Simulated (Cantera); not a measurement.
An isothermal, constant-pressure homogeneous reactor starts with H2 : O2 : N2 : H2O = 1.2 : 1 : 4.6 : 0.079 (molar parts), at 1325 K and 540 Torr.

Model: the H2/O2 subset of GRI-Mech 3.0, which has no nitrogen chemistry, integrated in Cantera. The temperature is held fixed by assumption; the heat of reaction is taken as removed at once.

x: mole fraction; the columns are a selection and need not sum to one.

```json
[
 {"t (s)": "5.00e-6", "x H2": "0.174", "x O2": "0.145", "x H2O2": "2.84e-10", "x OH": "1.58e-8", "x H2O": "0.0115", "x H": "1.16e-7"},
 {"t (s)": "1.52e-5", "x H2": "0.174", "x O2": "0.145", "x H2O2": "…", "x OH": "9.46e-7", "x H2O": "0.0115", "x H": "6.62e-6"},
 {"t (s)": "4.60e-5", "x H2": "0.0401", "x O2": "0.0833", "x H2O2": "4.80e-6", "x OH": "0.00747", "x H2O": "0.118", "x H": "0.0554"},
 {"t (s)": "0.000140", "x H2": "0.00472", "x O2": "0.0645", "x H2O2": "4.47e-6", "x OH": "0.00282", "x H2O": "0.195", "x H": "0.00328"},
 {"t (s)": "0.000423", "x H2": "0.000427", "x O2": "0.0636", "x H2O2": "…", "x OH": "0.000719", "x H2O": "0.203", "x H": "6.66e-5"},
 {"t (s)": "0.00128", "x H2": "4.16e-5", "x O2": "0.0636", "x H2O2": "…", "x OH": "0.000242", "x H2O": "0.204", "x H": "2.31e-6"},
 {"t (s)": "0.00389", "x H2": "5.75e-6", "x O2": "0.0637", "x H2O2": "…", "x OH": "0.000103", "x H2O": "0.204", "x H": "1.60e-7"},
 {"t (s)": "0.0118", "x H2": "1.23e-6", "x O2": "0.0637", "x H2O2": "…", "x OH": "5.11e-5", "x H2O": "0.204", "x H": "1.90e-8"},
 {"t (s)": "0.0358", "x H2": "3.61e-7", "x O2": "0.0637", "x H2O2": "…", "x OH": "2.83e-5", "x H2O": "0.204", "x H": "3.27e-9"},
 {"t (s)": "0.109", "x H2": "1.59e-7", "x O2": "0.0637", "x H2O2": "…", "x OH": "1.83e-5", "x H2O": "0.204", "x H": "9.70e-10"},
 {"t (s)": "0.330", "x H2": "1.29e-7", "x O2": "0.0637", "x H2O2": "2.90e-9", "x OH": "1.61e-5", "x H2O": "0.204", "x H": "7.00e-10"},
 {"t (s)": "1.00", "x H2": "1.28e-7", "x O2": "0.0637", "x H2O2": "2.89e-9", "x OH": "1.61e-5", "x H2O": "0.204", "x H": "6.95e-10"}
]
```

Problem. What belongs in the gaps?

Solution. 
- 1.52e-5, x H2O2: 4.49e-9
- 0.000423, x H2O2: 1.30e-6
- 0.00128, x H2O2: 3.10e-7
- 0.00389, x H2O2: 8.09e-8
- 0.0118, x H2O2: 2.40e-8
- 0.0358, x H2O2: 8.13e-9
- 0.109, x H2O2: 3.65e-9
